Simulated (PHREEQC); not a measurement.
Dissolve 0.21 mmol/kgw NaBF4 at 25 °C. Closed to the air; pH follows from the charge balance.

All values are PHREEQC results (ion-association model, wateq4f.dat), not measurements.

No solid was allowed to form.

What pH, ionic strength does the model give?

pH 3.47; ionic strength 0.000560 mol/kgw.

In which forms is F present?

F- 66 %, HF 33 % of the F.

Complexes and solids missing from the database can't appear. Real BF4- forms and hydrolyses slowly; the run takes it at equilibrium.
